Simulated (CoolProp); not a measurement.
Vapour-liquid equilibrium of benzene (1) + m-xylene (2) at 364.5 K; x and y are mole fractions of (1).

Values from CoolProp's multi-fluid Helmholtz-energy mixture model, Thol 2012 and Zhou 2012; pair parameters Bell 2016.

| x | bubble pressure (MPa) | y at the bubble point | dew pressure at overall composition x (MPa) | liquid density (mol/L) |
|---|---|---|---|---|
| 0.05 | 0.02913 | 0.245 | 0.02409 | 7.648 |
| 0.15 | 0.04100 | 0.516 | 0.02644 | 7.864 |
| 0.25 | 0.05267 | 0.664 | 0.02929 | 8.090 |
| 0.35 | 0.06426 | 0.759 | 0.03283 | 8.329 |
| 0.45 | 0.07586 | 0.825 | 0.03733 | 8.581 |
| 0.55 | 0.08754 | 0.875 | 0.04323 | 8.846 |
| 0.65 | 0.09934 | 0.914 | 0.05129 | 9.127 |
| 0.75 | 0.1113 | 0.944 | 0.06296 | 9.425 |
| 0.85 | 0.1233 | 0.970 | 0.08124 | 9.740 |
| 0.95 | 0.1355 | 0.991 | 0.1137 | 10.07 |

No azeotrope shows between x = 0.05 and 0.95.

Pair parameters are fitted to limited data, so mixtures are less certain than the pure fluids. The gap from Raoult's law changes sign with composition, which may be real or a fault of the pair parameters; it wasn't checked against measurements.
